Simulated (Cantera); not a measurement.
An isothermal, constant-pressure homogeneous reactor starts with CH4 : N2 = 1 : 2.5 (molar parts), at 1500 K and 2100 Pa. Integrator tolerance rtol = 1e-08.

Computed with Cantera and GRI-Mech 3.0 (53 species, 325 reactions). GRI-Mech 3.0 stops at C3 and has no aromatics, soot or wall deposition, so with more carbon than oxygen in the feed, carbon stays in small species such as C2H2 where larger ones or solid carbon would form. Radical loss at walls, strong at low pressure, is not modelled.

Problem. What does this change do: temperature 1500 to 1975 K?

Solution. 
| quantity | before | after |
|---|---|---|
| x(CH4) at 200 s | 0.00214 (gas-phase equilibrium 0.000871) | 1.85e-5 (gas-phase equilibrium 1.65e-5) |
| x(C2H) at 200 s | 4.37e-8 (gas-phase equilibrium 2.61e-8) | 3.11e-5 (gas-phase equilibrium 1.55e-5) |
| x(C2H6) at 200 s | 2.94e-8 (gas-phase equilibrium 7.75e-9) | 1.62e-11 (gas-phase equilibrium 1.14e-11) |
| x(CH2) at 200 s | 1.59e-9 (gas-phase equilibrium 6.57e-10) | 1.28e-7 (gas-phase equilibrium 1.14e-7) |
| x(C2H4) at 200 s | 0.000216 (gas-phase equilibrium 0.000129) | 5.86e-6 (gas-phase equilibrium 2.93e-6) |

Problem. What does this change do: pressure from 2100 Pa to 101000 Pa?

Solution. 
```csv
quantity,before,after
x(CH4) at 200 s,0.00214 (gas-phase equilibrium 0.000871),0.0387 (gas-phase equilibrium 0.0315)
x(C2H) at 200 s,4.37e-8 (gas-phase equilibrium 2.61e-8),5.58e-9 (gas-phase equilibrium 3.25e-9)
x(C2H6) at 200 s,2.94e-8 (gas-phase equilibrium 7.75e-9),1.80e-5 (gas-phase equilibrium 1.15e-5)
x(CH2) at 200 s,1.59e-9 (gas-phase equilibrium 6.57e-10),7.10e-10 (gas-phase equilibrium 5.57e-10)
x(C2H4) at 200 s,0.000216 (gas-phase equilibrium 0.000129),0.00725 (gas-phase equilibrium 0.00446)
```
